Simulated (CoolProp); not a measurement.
Carbonyl sulfide along the isotherm 234.1 K: Z from the reference equation and from simpler models built on Tc = 378.8 K, pc = 6.369 MPa, ω = 0.098; each cubic takes its own stable root.

Values from CoolProp's reference Helmholtz-energy equation of state, Lemmon 2006. It is a short technical equation, of lower accuracy than the large ones.

```tsv
p (MPa)	phase	reference
0.245	liquid	0.006574
0.49	liquid	0.01314
0.735	liquid	0.01971
0.98	liquid	0.02627
1.22	liquid	0.03269
1.47	liquid	0.03937
1.71	liquid	0.04578
1.96	liquid	0.05245
2.2	liquid	0.05886
2.45	liquid	0.06552
2.69	liquid	0.07191
2.94	liquid	0.07857
3.18	liquid	0.08495
```

Question: How far does each simpler model (Redlich-Kwong, Peng-Robinson) lie from the reference over these 13 states: mean and median of the absolute difference, and the worst?

Answer: 
- Redlich-Kwong: mean 5.8 %, median 5.8 %, worst +5.9 % at 234.1 K and 0.245 MPa
- Peng-Robinson: mean 6.7 %, median 6.7 %, worst -6.8 % at 234.1 K and 3.18 MPa
